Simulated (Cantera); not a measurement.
## TEOS + NO + H2 (silicon oxide and oxynitride deposition)

A closed system holds: 1 mol TEOS, 0.22 mol NO, 4 mol H2, at 0.0133 bar.

Cantera equilibrium calculation (NASA polynomials, part measured and part estimated; ideal gas, pure solids and liquids). Candidate condensed phases: C, C6H6, C7H8, C8H18, H2O, Si, SiC, SiO2, Si2N2O, Si3N4; 151 gas species. The feed counts by its element totals alone. Mutual solubility and eutectic melting of coexisting phases are not modelled. The tables hold silica as quartz up to 1696 K and as liquid above; real silica turns to tridymite and cristobalite and melts near 1996 K. Kinetics and transport are ignored.

From 548 K to 748 K the condensed part is C(graphite) + SiO2(α-quartz). From 848 K to 1248 K the condensed part is C(graphite) + SiO2(β-quartz). At 1348 K the condensed part is C(graphite) + SiO2(β-quartz) + Si2N2O(s). From 1448 K to 1848 K the condensed part is C(graphite) + SiC(s).

```tsv
T (K)	x H2	x CH4	x CO	x H2O	x CO2	x N2	n C(graphite)	n SiO2(α-quartz)	n SiO2(β-quartz)	n Si2N2O(s)	n SiC(s)
548	0.283	0.483	0.000214	0.212	0.00956	0.0115	3.28	1.00	0	0	0
648	0.668	0.162	0.00558	0.137	0.0183	0.00887	5.69	1.00	0	0	0
748	0.833	0.0306	0.0519	0.0556	0.0215	0.00746	6.47	1.00	0	0	0
848	0.853	0.00621	0.120	0.0101	0.00438	0.00687	5.91	0	1.00	0	0
948	0.856	0.00167	0.134	0.00148	0.000420	0.00676	5.78	0	1.00	0	0
1048	0.857	0.000571	0.136	0.000290	5.45e-5	0.00674	5.78	0	1.00	0	0
1148	0.857	0.000233	0.136	7.46e-5	1.00e-5	0.00674	5.78	0	1.00	0	0
1248	0.857	0.000109	0.136	2.39e-5	2.43e-6	0.00673	5.78	0	1.000	0	0
1348	0.847	5.58e-5	0.152	1.00e-5	9.18e-7	0.000800	5.49	0	0.805	0.0967	0
1448	0.764	2.59e-5	0.230	5.93e-6	7.53e-7	0.00598	2.79	0	0	0	0.993
1548	0.763	1.59e-5	0.230	2.87e-6	3.10e-7	0.00595	2.80	0	0	0	0.990
1648	0.763	1.04e-5	0.229	1.52e-6	1.43e-7	0.00591	2.80	0	0	0	0.986
1748	0.762	7.12e-6	0.229	8.65e-7	7.19e-8	0.00583	2.81	0	0	0	0.980
1848	0.760	5.07e-6	0.228	5.23e-7	3.92e-8	0.00572	2.82	0	0	0	0.973
```
x: gas mole fraction; n: condensed amount in mol.
